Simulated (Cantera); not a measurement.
A perfectly stirred reactor is fed with CH4 : O2 : N2 = 0.0027 : 0.014 : 1 (molar parts), equivalence ratio 0.39, at 7500 Torr; it is held at 1023 K, and followed from long to short residence time.

Detailed kinetics in Cantera: GRI-Mech 3.0 (53 species, 325 reactions).

Problem. What does this change do: pressure from 7500 Torr to 660 Torr?

Solution. 
```json
[
 {"quantity": "x(CH4) at τ = 0.370 s", "before": "0.000599", "after": "0.00266"},
 {"quantity": "x(O2) at τ = 0.370 s", "before": "0.0103", "after": "0.0138"},
 {"quantity": "x(NO) at τ = 0.370 s", "before": "2.24e-12", "after": "<1e-12"},
 {"quantity": "x(C2H4) at τ = 0.370 s", "before": "8.78e-6", "after": "3.50e-10"},
 {"quantity": "x(CH3) at τ = 0.370 s", "before": "3.29e-7", "after": "3.28e-8"},
 {"quantity": "x(CH4) at τ = 14.0 ms", "before": "0.00266", "after": "0.00266"},
 {"quantity": "x(O2) at τ = 14.0 ms", "before": "0.0138", "after": "0.0138"},
 {"quantity": "x(NO) at τ = 14.0 ms", "before": "<1e-12", "after": "<1e-12"},
 {"quantity": "x(C2H4) at τ = 14.0 ms", "before": "1.30e-11", "after": "<1e-12"},
 {"quantity": "x(CH3) at τ = 14.0 ms", "before": "1.02e-8", "after": "4.81e-10"}
]
```

Problem. What does this change do: temperature 1023 to 1498 K?

Solution. 
```csv
quantity,before,after
x(CH4) at τ = 0.370 s,0.000599,1.45e-6
x(O2) at τ = 0.370 s,0.0103,0.00846
x(NO) at τ = 0.370 s,2.24e-12,8.54e-7
x(C2H4) at τ = 0.370 s,8.78e-6,1.89e-9
x(CH3) at τ = 0.370 s,3.29e-7,1.57e-7
x(CH4) at τ = 14.0 ms,0.00266,1.53e-5
x(O2) at τ = 14.0 ms,0.0138,0.00857
x(NO) at τ = 14.0 ms,<1e-12,8.28e-7
x(C2H4) at τ = 14.0 ms,1.30e-11,4.85e-8
x(CH3) at τ = 14.0 ms,1.02e-8,1.38e-6
```

Problem. What does this change do: temperature 1023 to 1225 K?

Solution. 
| quantity | before | after |
|---|---|---|
| x(CH4) at τ = 0.370 s | 0.000599 | 4.01e-5 |
| x(O2) at τ = 0.370 s | 0.0103 | 0.00869 |
| x(NO) at τ = 0.370 s | 2.24e-12 | 2.26e-8 |
| x(C2H4) at τ = 0.370 s | 8.78e-6 | 7.86e-7 |
| x(CH3) at τ = 0.370 s | 3.29e-7 | 5.35e-7 |
| x(CH4) at τ = 14.0 ms | 0.00266 | 0.000411 |
| x(O2) at τ = 14.0 ms | 0.0138 | 0.0101 |
| x(NO) at τ = 14.0 ms | <1e-12 | 1.66e-9 |
| x(C2H4) at τ = 14.0 ms | 1.30e-11 | 1.28e-5 |
| x(CH3) at τ = 14.0 ms | 1.02e-8 | 3.62e-6 |
